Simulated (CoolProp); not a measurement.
A simple Rankine cycle with R1336mzz(Z): condensing at 318.15 K, boiler at 1.56 MPa, turbine inlet 499 K, turbine efficiency 0.8, pump efficiency 0.6, no recuperator. Each further row changes one setting.

The numbers come from the reference Helmholtz-energy equation of state, McLinden 2020 in CoolProp.

```tsv
case	thermal efficiency (%)	net work (kJ/kg)	heat in (kJ/kg)	turbine exit temperature (K)	volume ratio over the turbine
as stated	12.0	39.8	331	450.2	(withheld)
condensing temperature 310.15 K	(withheld)	(withheld)	341	445.4	13.7
boiler pressure 1.09 MPa	10.4	35.0	336	(withheld)	7.14
turbine efficiency 0.7	10.4	(withheld)	331	455.1	10.6
```

Complete the blanks.


- as stated, volume ratio over the turbine: 10.5
- condensing temperature 310.15 K, thermal efficiency (%): 13.1
- condensing temperature 310.15 K, net work (kJ/kg): 44.6
- boiler pressure 1.09 MPa, turbine exit temperature (K): 459.2
- turbine efficiency 0.7, net work (kJ/kg): 34.6
